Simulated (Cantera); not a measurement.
## Premixed flame

A freely propagating, adiabatic, planar premixed flame of 36.2 % H2, 13.9 % O2, 49.9 % N2, equivalence ratio 1.3, unburnt at 350 K and 0.987 atm; mixture-averaged transport, grid criteria slope 0.08 and curve 0.16, no radiation.

Detailed kinetics in Cantera: the H2/O2 subset of GRI-Mech 3.0, which has no nitrogen chemistry. Burning velocities carry a grid error of a few per cent, more on coarse grids.

```json
[
 {"z (mm)": "-1.06", "T (K)": "350", "u (m/s)": "3.83", "x H2": "0.362", "x O2": "0.139", "x H2O2": "<1e-8", "x H": "<1e-8", "x O": "<1e-8", "x OH": "<1e-8"},
 {"z (mm)": "-0.710", "T (K)": "350", "u (m/s)": "3.83", "x H2": "0.362", "x O2": "0.139", "x H2O2": "<1e-8", "x H": "<1e-8", "x O": "<1e-8", "x OH": "<1e-8"},
 {"z (mm)": "-0.532", "T (K)": "350", "u (m/s)": "3.83", "x H2": "0.362", "x O2": "0.139", "x H2O2": "<1e-8", "x H": "<1e-8", "x O": "<1e-8", "x OH": "<1e-8"},
 {"z (mm)": "-0.355", "T (K)": "350", "u (m/s)": "3.83", "x H2": "0.362", "x O2": "0.139", "x H2O2": "<1e-8", "x H": "<1e-8", "x O": "<1e-8", "x OH": "<1e-8"},
 {"z (mm)": "-0.177", "T (K)": "360", "u (m/s)": "3.92", "x H2": "0.358", "x O2": "0.140", "x H2O2": "3.58e-6", "x H": "1.45e-6", "x O": "8.69e-7", "x OH": "5.59e-6"},
 {"z (mm)": "-0.0887", "T (K)": "622", "u (m/s)": "6.56", "x H2": "0.323", "x O2": "0.136", "x H2O2": "0.000103", "x H": "0.00320", "x O": "0.000153", "x OH": "0.00120"},
 {"z (mm)": "0", "T (K)": "1114", "u (m/s)": "11.3", "x H2": "0.229", "x O2": "0.104", "x H2O2": "1.24e-5", "x H": "0.0310", "x O": "0.00301", "x OH": "0.00224"},
 {"z (mm)": "0.0887", "T (K)": "1456", "u (m/s)": "14.6", "x H2": "0.131", "x O2": "0.0451", "x H2O2": "3.08e-6", "x H": "0.0630", "x O": "0.00757", "x OH": "0.00666"},
 {"z (mm)": "0.177", "T (K)": "1623", "u (m/s)": "16.2", "x H2": "0.0940", "x O2": "0.0184", "x H2O2": "1.92e-6", "x H": "0.0701", "x O": "0.00775", "x OH": "0.00973"},
 {"z (mm)": "0.355", "T (K)": "1780", "u (m/s)": "17.6", "x H2": "0.0874", "x O2": "0.00955", "x H2O2": "1.04e-6", "x H": "0.0610", "x O": "0.00663", "x OH": "0.0120"},
 {"z (mm)": "0.710", "T (K)": "1935", "u (m/s)": "18.9", "x H2": "0.0900", "x O2": "0.00682", "x H2O2": "5.32e-7", "x H": "0.0467", "x O": "0.00497", "x OH": "0.0128"},
 {"z (mm)": "1.42", "T (K)": "2080", "u (m/s)": "20.1", "x H2": "0.0916", "x O2": "0.00447", "x H2O2": "2.87e-7", "x H": "0.0336", "x O": "0.00324", "x OH": "0.0123"},
 {"z (mm)": "2.84", "T (K)": "2203", "u (m/s)": "21.1", "x H2": "0.0920", "x O2": "0.00254", "x H2O2": "1.67e-7", "x H": "0.0228", "x O": "0.00181", "x OH": "0.0104"}
]
```
x: mole fraction of selected species; z is measured from the peak of heat release.

```yaml
laminar_burning_velocity: 383 cm/s
thermal_thickness: 0.355 mm
peak x(H2O2): 0.000103
peak x(H): 0.0702
peak x(O): 0.00793
peak x(OH): 0.0128
```
